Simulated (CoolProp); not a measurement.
Vapour-liquid equilibrium of R245fa (1) + n-pentane (2) at 330.4 K; x and y are mole fractions of (1).

Model: multi-fluid Helmholtz-energy mixture model, Akasaka 2015 and Thol 2019; pair parameters Bell 2016, in CoolProp.

| x | bubble pressure (bar) | y at the bubble point | dew pressure at overall composition x (bar) | liquid density (mol/L) |
|---|---|---|---|---|
| 0.05 | (withheld) | 0.311 | 2.083 | 8.148 |
| 0.125 | 3.652 | 0.485 | 2.255 | 8.158 |
| 0.2 | 4.135 | 0.561 | 2.457 | 8.174 |
| 0.275 | 4.415 | 0.601 | 2.695 | 8.199 |
| 0.35 | 4.581 | 0.626 | 2.979 | 8.236 |
| 0.425 | 4.685 | 0.645 | 3.323 | 8.286 |
| 0.5 | 4.757 | 0.661 | 3.741 | 8.352 |
| 0.575 | (withheld) | 0.677 | 4.234 | 8.435 |
| 0.65 | 4.848 | 0.697 | 4.711 | 8.538 |
| 0.725 | 4.863 | 0.724 | 4.863 | 8.662 |
| 0.8 | (withheld) | 0.761 | 4.777 | 8.806 |
| 0.875 | 4.743 | (withheld) | 4.608 | 8.971 |
| 0.95 | 4.525 | 0.907 | 4.409 | 9.157 |

### Question
What belongs in the gaps?

### Answer

- 0.05, bubble pressure (bar): 2.824
- 0.575, bubble pressure (bar): 4.811
- 0.8, bubble pressure (bar): 4.838
- 0.875, y at the bubble point: 0.817

y crosses x between x = 0.65 and 0.725: the model has an azeotrope there.

Pair parameters are fitted to limited data, so mixtures are less certain than the pure fluids. With so large a gap from Raoult's law the liquid may split in two, which this calculation doesn't test in full.
